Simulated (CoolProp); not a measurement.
Computed with CoolProp (reference Helmholtz-energy equation of state, Jacobsen 1992).

### Question
Give the vapour pressure (kPa), liquid density (kg/m³), vapour Z, surface tension (mN/m) of saturated R11 at 409.4 K.

### Answer
```
T (K)  p (kPa)  liquid density (kg/m³)  vapour Z  surface tension (mN/m)
-----  -------  ----------------------  --------  ----------------------
409.4     1670                    1150     0.740                    4.93
```

Surface tension comes from a separate correlation (Mulero 2012).
